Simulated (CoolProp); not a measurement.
Vapour-liquid equilibrium of n-octane (1) + p-xylene (2) at 226 kPa; x and y are mole fractions of (1).

Values from CoolProp's multi-fluid Helmholtz-energy mixture model, Beckmüller 2019 and Zhou 2012; pair parameters Bell 2016.

| x | bubble temperature, mixture model (°C) | bubble temperature, Raoult's law (°C) | y, mixture model | y, Raoult's law |
|---|---|---|---|---|
| 0.05 | ? | 170.3 | ? | 0.067 |
| 0.2 | ? | 168.0 | 0.270 | 0.255 |
| 0.35 | 163.6 | 165.7 | 0.428 | 0.424 |
| 0.5 | 161.6 | 163.6 | ? | 0.578 |
| 0.65 | ? | 161.6 | ? | 0.719 |
| 0.8 | 158.7 | 159.7 | 0.828 | 0.846 |
| 0.95 | ? | 157.8 | ? | 0.963 |

Question: What belongs in the gaps?

Answer: 
- 0.05, bubble temperature, mixture model (°C): 169.7
- 0.05, y, mixture model: 0.077
- 0.2, bubble temperature, mixture model (°C): 166.2
- 0.5, y, mixture model: 0.568
- 0.65, bubble temperature, mixture model (°C): 160.0
- 0.65, y, mixture model: 0.699
- 0.95, bubble temperature, mixture model (°C): 157.6
- 0.95, y, mixture model: 0.957

The largest gap from Raoult's law is -2.1 K in bubble temperature, at x = 0.35. No azeotrope shows between x = 0.05 and 0.95.

The pair parameters rest on a limited set of measurements; away from them the model extrapolates.
